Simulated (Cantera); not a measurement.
**Silicon etching in halogen gases: Si + F2 + H2**

Feed: 1 mol Si, 3.1 mol F2, 17 mol H2, equilibrated at 1548 K and 133 Pa.

Equilibrium computed with Cantera from the NASA thermochemical tables; the gas is ideal and each condensed phase is pure. Candidate condensed phases: Si; 25 gas species. The tables' values for SiF3, SiF2 are old estimates; treat these amounts as uncertain. Rates play no part.

- x(H2) = 0.826
- x(HF) = 0.121
- x(SiF4) = 0.0459
- x(SiF3) = 0.00566
- x(H) = 0.000766
- x(SiF2) = 0.000365
- x(SiHF3) = 0.000214
- gas amount = 19.17 mol
- log10 activity of Si(s) (absent) = -4.14
